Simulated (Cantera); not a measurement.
**Premixed flame**

A freely propagating, adiabatic, planar premixed flame of 33.2 % CO, 5.37 % H2, 12.9 % O2, 48.5 % N2, unburnt at 375 K and 1.48 atm; mixture-averaged transport, grid criteria slope 0.08 and curve 0.16, no radiation.

Model: GRI-Mech 3.0 (53 species, 325 reactions), integrated in Cantera. Burning velocities carry a grid error of a few per cent, more on coarse grids.

| z (mm) | T (K) | u (m/s) | x CO | x H2 | x O2 | x OH | x NO2 | x NO |
|---|---|---|---|---|---|---|---|---|
| -1.00 | 375 | 1.19 | 0.332 | 0.0536 | 0.129 | <1e-8 | <1e-8 | <1e-8 |
| -0.667 | 375 | 1.19 | 0.332 | 0.0536 | 0.129 | <1e-8 | <1e-8 | <1e-8 |
| -0.501 | 375 | 1.19 | 0.332 | 0.0534 | 0.129 | <1e-8 | <1e-8 | <1e-8 |
| -0.334 | 375 | 1.19 | 0.332 | 0.0527 | 0.129 | <1e-8 | <1e-8 | <1e-8 |
| -0.167 | 388 | 1.22 | 0.334 | 0.0480 | 0.129 | 1.69e-8 | <1e-8 | <1e-8 |
| -0.0834 | 592 | 1.85 | 0.328 | 0.0384 | 0.123 | 0.000200 | <1e-8 | 1.20e-7 |
| 0 | 1075 | 3.30 | 0.298 | 0.0226 | 0.0979 | 0.00101 | <1e-8 | 1.49e-6 |
| 0.0834 | 1425 | 4.28 | 0.250 | 0.00995 | 0.0606 | 0.00286 | <1e-8 | 6.74e-6 |
| 0.167 | 1626 | 4.79 | 0.211 | 0.00699 | 0.0373 | 0.00435 | <1e-8 | 1.50e-5 |
| 0.334 | 1822 | 5.26 | 0.181 | 0.00763 | 0.0228 | 0.00574 | <1e-8 | 3.01e-5 |
| 0.667 | 1987 | 5.67 | 0.171 | 0.00764 | 0.0170 | 0.00627 | <1e-8 | 4.91e-5 |
| 1.33 | 2128 | 6.01 | 0.164 | 0.00699 | 0.0123 | 0.00591 | 1.10e-8 | 7.18e-5 |
| 2.67 | 2242 | 6.28 | 0.156 | 0.00634 | 0.00775 | 0.00495 | 1.42e-8 | 0.000105 |
x: mole fraction of selected species; z is measured from the peak of heat release.

| Item | Result |
|---|---|
| laminar burning velocity | 119 cm/s |
| thermal thickness | 0.334 mm |
| peak x(OH) | 0.00627 |
| grid points | 117 |
